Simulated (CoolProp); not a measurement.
Vapour pressure (MPa) of o-xylene: the reference equation beside estimates from Tc = 630.3 K, pc = 3.737 MPa, ω = 0.312. Clausius-Clapeyron is anchored at 523.3 K with a constant enthalpy of vaporisation of 27.85 kJ/mol.

Model: reference Helmholtz-energy equation of state, Zhou 2012, in CoolProp.

```json
[
 {"T (K)": "479.2", "reference": "0.4081", "Lee-Kesler": "0.4116", "Clausius-Clapeyron": "0.4908", "van der Waals": "1.128", "Redlich-Kwong": "0.6328", "Soave-Redlich-Kwong": "0.4120", "Peng-Robinson": "0.4078"},
 {"T (K)": "490.3", "reference": "0.5029", "Lee-Kesler": "0.5079", "Clausius-Clapeyron": "0.5749", "van der Waals": "1.257", "Redlich-Kwong": "0.7508", "Soave-Redlich-Kwong": "0.5091", "Peng-Robinson": "0.5032"},
 {"T (K)": "501.3", "reference": "0.6124", "Lee-Kesler": "0.6189", "Clausius-Clapeyron": "[?]", "van der Waals": "1.395", "Redlich-Kwong": "0.8820", "Soave-Redlich-Kwong": "[?]", "Peng-Robinson": "0.6137"},
 {"T (K)": "512.3", "reference": "0.7390", "Lee-Kesler": "0.7471", "Clausius-Clapeyron": "0.7709", "van der Waals": "1.542", "Redlich-Kwong": "1.028", "Soave-Redlich-Kwong": "0.7517", "Peng-Robinson": "0.7417"},
 {"T (K)": "523.3", "reference": "0.8844", "Lee-Kesler": "[?]", "Clausius-Clapeyron": "0.8844", "van der Waals": "1.698", "Redlich-Kwong": "1.190", "Soave-Redlich-Kwong": "0.9012", "Peng-Robinson": "0.8890"},
 {"T (K)": "534.3", "reference": "1.050", "Lee-Kesler": "1.061", "Clausius-Clapeyron": "1.009", "van der Waals": "1.863", "Redlich-Kwong": "1.369", "Soave-Redlich-Kwong": "1.072", "Peng-Robinson": "1.057"},
 {"T (K)": "545.4", "reference": "1.241", "Lee-Kesler": "1.253", "Clausius-Clapeyron": "1.146", "van der Waals": "2.040", "Redlich-Kwong": "1.567", "Soave-Redlich-Kwong": "1.267", "Peng-Robinson": "1.251"},
 {"T (K)": "556.4", "reference": "1.454", "Lee-Kesler": "1.467", "Clausius-Clapeyron": "1.294", "van der Waals": "2.226", "Redlich-Kwong": "1.781", "Soave-Redlich-Kwong": "1.486", "Peng-Robinson": "1.467"},
 {"T (K)": "567.4", "reference": "1.695", "Lee-Kesler": "1.708", "Clausius-Clapeyron": "1.454", "van der Waals": "2.421", "Redlich-Kwong": "2.014", "Soave-Redlich-Kwong": "1.731", "Peng-Robinson": "1.711"},
 {"T (K)": "578.4", "reference": "1.965", "Lee-Kesler": "1.977", "Clausius-Clapeyron": "1.627", "van der Waals": "2.627", "Redlich-Kwong": "2.266", "Soave-Redlich-Kwong": "2.004", "Peng-Robinson": "1.984"},
 {"T (K)": "589.4", "reference": "2.267", "Lee-Kesler": "2.278", "Clausius-Clapeyron": "1.813", "van der Waals": "2.843", "Redlich-Kwong": "2.539", "Soave-Redlich-Kwong": "2.308", "Peng-Robinson": "2.288"},
 {"T (K)": "600.5", "reference": "2.609", "Lee-Kesler": "2.618", "Clausius-Clapeyron": "2.014", "van der Waals": "3.071", "Redlich-Kwong": "2.835", "Soave-Redlich-Kwong": "2.648", "Peng-Robinson": "[?]"}
]
```

Problem. Fill in the missing entries.

Solution. 
- 501.3, Clausius-Clapeyron: 0.6678
- 501.3, Soave-Redlich-Kwong: 0.6215
- 523.3, Lee-Kesler: 0.8941
- 600.5, Peng-Robinson: 2.630

Absolute difference from the reference over all 12 rows, mean and median: Lee-Kesler 0.9 and 0.9 %, Clausius-Clapeyron 12.1 and 12.6 %, van der Waals 80.8 and 70.9 %, Redlich-Kwong 29.7 and 28.3 %, Soave-Redlich-Kwong 1.8 and 1.9 %, Peng-Robinson 0.6 and 0.7 %.
